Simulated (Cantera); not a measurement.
MgCO3 + SO2 + H2O (roasting and sulfation)

Feed: 1 mol MgCO3, 1.2 mol SO2, 1.6 mol H2O, equilibrated at 0.230 bar.

Cantera equilibrium calculation (NASA polynomials, part measured and part estimated; ideal gas, pure solids and liquids). Candidate condensed phases: C, C6H6, C7H8, C8H18, H2O, H2SO4, Mg, MgCO3, MgO, Mg(OH)2, MgS, MgSO4, S; 130 gas species. The numbers say what is thermodynamically allowed, not how fast it happens.

| T (°C) | x H2O | x SO2 | x CO2 | x CO | x O2 | x H2 | n MgO(s) |
|---|---|---|---|---|---|---|---|
| 1150 | 0.421 | 0.316 | 0.263 | 0.000105 | 5.74e-5 | 7.40e-5 | 1.00 |
| 1200 | 0.421 | 0.316 | 0.263 | 0.000171 | 0.000108 | 0.000111 | 1.00 |
| 1250 | 0.421 | 0.316 | 0.263 | 0.000276 | 0.000186 | 0.000165 | 1.00 |
| 1300 | 0.421 | 0.316 | 0.263 | 0.000436 | 0.000304 | 0.000241 | 1.000 |
| 1350 | 0.420 | 0.315 | 0.262 | 0.000674 | 0.000476 | 0.000348 | 1.000 |
| 1400 | 0.420 | 0.315 | 0.262 | 0.00102 | 0.000719 | 0.000493 | 1.000 |
| 1450 | 0.420 | 0.315 | 0.261 | 0.00150 | 0.00106 | 0.000686 | 1.000 |
| 1500 | 0.419 | 0.315 | 0.261 | 0.00216 | 0.00151 | 0.000937 | 1.000 |
| 1550 | 0.418 | 0.315 | 0.259 | 0.00306 | 0.00212 | 0.00126 | 1.000 |
| 1600 | 0.417 | 0.314 | 0.258 | 0.00424 | 0.00292 | 0.00167 | 1.000 |
| 1650 | 0.416 | 0.313 | 0.256 | 0.00576 | 0.00394 | 0.00218 | 1.000 |
| 1700 | 0.414 | 0.313 | 0.254 | 0.00770 | 0.00522 | 0.00281 | 1.000 |
x: gas mole fraction; n: condensed amount in mol.

From 1150 °C to 1700 °C the condensed part is MgO(s). The main Mg-bearing gas is Mg(OH)2 throughout.
